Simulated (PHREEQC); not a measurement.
Make-up at 25 °C and 300 atm: 0.26 mmol/kgw PbCl2 and 17 mmol/kgw NaCl. Closed to the air; pH follows from the charge balance.

Model: ion-association model, phreeqc.dat, run in PHREEQC.

This is a speciation only: nothing precipitates in the calculation.

### Question
Order these Pb species by the share of Pb that they hold, largest first: Pb+2, PbOH+, PbCl+, PbCl2.

### Answer
Pb+2 (71 %), PbCl+ (28 %), PbOH+ (0.65 %), PbCl2 (0.54 %)

The pH is 5.82 and the ionic strength 0.0176 mol/kgw. Under pressure, the constants of complexes without a molar volume in the database are unreliable.
